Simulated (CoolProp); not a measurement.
Vapour-liquid equilibrium of hydrogen sulfide (1) + benzene (2) at 291 K; x and y are mole fractions of (1).

The numbers come from the multi-fluid Helmholtz-energy mixture model, Lemmon 2006 and Thol 2012; pair parameters Bell 2016 in CoolProp.

| x | bubble pressure, mixture model (kPa) | bubble pressure, Raoult's law (kPa) | y, mixture model | y, Raoult's law |
|---|---|---|---|---|
| 0.05 | 87.82 | 92.88 | 0.899 | 0.908 |
| 0.15 | 239.4 | 260.6 | 0.965 | 0.971 |
| 0.25 | 388.3 | 428.2 | 0.980 | 0.984 |
| 0.35 | 539.0 | 595.9 | 0.987 | 0.990 |
| 0.45 | 694.6 | 763.6 | 0.991 | 0.993 |
| 0.55 | 857.0 | 931.3 | 0.993 | 0.996 |
| 0.65 | 1027 | 1099 | 0.995 | 0.997 |
| 0.75 | 1205 | 1267 | 0.997 | 0.998 |
| 0.85 | 1391 | 1434 | 0.998 | 0.999 |
| 0.95 | 1585 | 1602 | 0.999 | 1.000 |

The largest gap from Raoult's law is -9.5 % in bubble pressure, at x = 0.35. No azeotrope shows between x = 0.05 and 0.95.

Pair parameters are fitted to limited data, so mixtures are less certain than the pure fluids.
